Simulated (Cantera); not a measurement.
## Ammonia decomposition in nitride growth gas

An isothermal, constant-pressure homogeneous reactor starts with NH3 : H2 = 1 : 0.61 (molar parts), at 1550 K and 9.75 Torr.

Cantera simulation using the gas-phase N/H chemistry of the illustrative SiF4/NH3 mechanism in the Surface Chemkin manual (1991); the numbers are that mechanism's predictions, not measurements. Walls and surfaces, which speed up NH3 decomposition in real reactors, are not modelled.

| t (s) | x NH3 | x H2 | x H | x N | x NH2 | x N2H4 |
|---|---|---|---|---|---|---|
| 0.000200 | 0.621 | 0.379 | 1.35e-8 | <1e-12 | 4.56e-8 | <1e-12 |
| 0.000796 | 0.621 | 0.379 | 5.05e-8 | <1e-12 | 1.85e-7 | <1e-12 |
| 0.00317 | 0.621 | 0.379 | 1.97e-7 | <1e-12 | 7.38e-7 | <1e-12 |
| 0.0126 | 0.621 | 0.379 | 7.82e-7 | <1e-12 | 2.94e-6 | 5.84e-12 |
| 0.0501 | 0.621 | 0.379 | 3.10e-6 | 4.10e-11 | 1.17e-5 | 9.61e-11 |
| 0.199 | 0.621 | 0.379 | 1.20e-5 | 2.24e-9 | 4.50e-5 | 1.44e-9 |
| 0.794 | 0.620 | 0.380 | 2.33e-5 | 1.54e-8 | 8.74e-5 | 5.41e-9 |
| 3.16 | 0.615 | 0.383 | 2.37e-5 | 1.57e-8 | 8.75e-5 | 5.42e-9 |
| 12.6 | 0.597 | 0.395 | 2.47e-5 | 1.58e-8 | 8.58e-5 | 5.21e-9 |
| 50.0 | 0.533 | 0.440 | 2.86e-5 | 1.62e-8 | 7.95e-5 | 4.47e-9 |
x: mole fraction; the columns are a selection and need not sum to one.

Equilibrium at this temperature and pressure: NH3 2.18e-7, H2 0.808, H 0.000250, N <1e-12, NH2 1.55e-10, N2H4 <1e-12 (gas phase only).
